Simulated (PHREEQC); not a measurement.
Consider water at 20 °C with 0.039 mol/kgw KHCO3 and 0.0034 mol/kgw KOH. Closed to the air; pH follows from the charge balance.

All values are PHREEQC results (ion-association model, phreeqc.dat), not measurements.

Q: The ionic strength comes out as 0.0458 mol/kgw. What activity coefficients do K+, OH-, CO3-2, HCO3- get?

A: K+ 0.82, OH- 0.82, CO3-2 0.49, HCO3- 0.83.

This is a speciation only: nothing precipitates in the calculation. Species that the database lacks are ignored.
